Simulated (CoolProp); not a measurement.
Properties of nitrous oxide along the isotherm 344.6 K.

The numbers come from the reference Helmholtz-energy equation of state, Lemmon 2006 in CoolProp. It is a short technical equation, of lower accuracy than the large ones.

```json
[
 {"p (kPa)": "158", "phase": "gas", "density (kg/m³)": "2.440", "cv (kJ/(kg K))": "0.7344", "Joule-Thomson coefficient (K/MPa)": "7.832", "isothermal compressibility (1/MPa)": "6.363", "expansivity (1/kK)": "2.953"},
 {"p (kPa)": "300", "phase": "gas", "density (kg/m³)": "4.656", "cv (kJ/(kg K))": "0.7359", "Joule-Thomson coefficient (K/MPa)": "7.837", "isothermal compressibility (1/MPa)": "3.368", "expansivity (1/kK)": "3.001"},
 {"p (kPa)": "568", "phase": "gas", "density (kg/m³)": "8.898", "cv (kJ/(kg K))": "0.7389", "Joule-Thomson coefficient (K/MPa)": "7.846", "isothermal compressibility (1/MPa)": "1.796", "expansivity (1/kK)": "3.093"},
 {"p (kPa)": "1080", "phase": "gas", "density (kg/m³)": "___", "cv (kJ/(kg K))": "0.7447", "Joule-Thomson coefficient (K/MPa)": "7.862", "isothermal compressibility (1/MPa)": "___", "expansivity (1/kK)": "3.283"},
 {"p (kPa)": "2040", "phase": "gas", "density (kg/m³)": "33.75", "cv (kJ/(kg K))": "0.7564", "Joule-Thomson coefficient (K/MPa)": "7.884", "isothermal compressibility (1/MPa)": "0.5293", "expansivity (1/kK)": "___"},
 {"p (kPa)": "3870", "phase": "gas", "density (kg/m³)": "69.18", "cv (kJ/(kg K))": "___", "Joule-Thomson coefficient (K/MPa)": "7.888", "isothermal compressibility (1/MPa)": "0.3043", "expansivity (1/kK)": "4.717"},
 {"p (kPa)": "7340", "phase": "supercritical", "density (kg/m³)": "___", "cv (kJ/(kg K))": "0.8467", "Joule-Thomson coefficient (K/MPa)": "7.562", "isothermal compressibility (1/MPa)": "0.2042", "expansivity (1/kK)": "8.593"},
 {"p (kPa)": "13900", "phase": "supercritical", "density (kg/m³)": "___", "cv (kJ/(kg K))": "0.9534", "Joule-Thomson coefficient (K/MPa)": "3.183", "isothermal compressibility (1/MPa)": "0.09886", "expansivity (1/kK)": "19.19"},
 {"p (kPa)": "26400", "phase": "supercritical", "density (kg/m³)": "755.5", "cv (kJ/(kg K))": "0.9093", "Joule-Thomson coefficient (K/MPa)": "0.5868", "isothermal compressibility (1/MPa)": "0.01241", "expansivity (1/kK)": "5.505"},
 {"p (kPa)": "50000", "phase": "supercritical", "density (kg/m³)": "891.1", "cv (kJ/(kg K))": "0.9171", "Joule-Thomson coefficient (K/MPa)": "0.003878", "isothermal compressibility (1/MPa)": "0.004319", "expansivity (1/kK)": "2.919"}
]
```

### Question
Some entries are withheld; supply them.

### Answer

- 1080, density (kg/m³): 17.23
- 1080, isothermal compressibility (1/MPa): 0.9623
- 2040, expansivity (1/kK): 3.689
- 3870, cv (kJ/(kg K)): 0.7819
- 7340, density (kg/m³): 159.1
- 13900, density (kg/m³): 503.4
